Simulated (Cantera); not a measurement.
Input: 1 mol SrCl₂, 0.43 mol H₂O, 14 mol H₂, held at 0.133 bar.

Equilibrium computed with Cantera from the NASA thermochemical tables; the gas is ideal and each condensed phase is pure. Candidate condensed phases: H₂O, Sr, SrCl₂, SrO, Sr(OH)₂; 20 gas species. Mutual solubility and eutectic melting of coexisting phases are not modelled. Condensed phases not in the tables: oxide chlorides. The numbers say what is thermodynamically allowed, not how fast it happens.

x: gas mole fraction; n: condensed amount in mol.

```tsv
T (K)	x H₂	x H₂O	x SrCl₂	x HCl	x H	x SrCl	x Sr(OH)₂	n SrCl₂(s)	n SrO(s)	n SrCl₂(l)
898	0.970	0.0298	___	2.10e-6	2.95e-10	<1e-12	<1e-12	1.000	0	0
998	0.970	0.0298	___	1.44e-5	5.80e-9	<1e-12	1.42e-11	1.000	0.000104	0
1098	0.970	0.0298	___	6.63e-5	6.67e-8	8.59e-12	1.89e-10	1.000	0.000478	0
1198	0.970	0.0297	___	0.000223	5.13e-7	4.48e-10	1.63e-9	0	0.00161	0.998
1298	0.970	0.0295	___	0.000594	2.89e-6	1.19e-8	9.96e-9	0	0.00429	0.994
1398	0.969	0.0291	___	0.00136	1.28e-5	1.95e-7	4.64e-8	0	0.00981	0.981
1498	0.966	0.0283	___	0.00274	4.62e-5	2.17e-6	1.72e-7	0	0.0199	0.933
```

Question: Complete the blanks.

Answer: 
- 898, x SrCl₂: 1.53e-10
- 998, x SrCl₂: 1.41e-8
- 1098, x SrCl₂: 5.06e-7
- 1198, x SrCl₂: 8.75e-6
- 1298, x SrCl₂: 8.81e-5
- 1398, x SrCl₂: 0.000618
- 1498, x SrCl₂: 0.00325
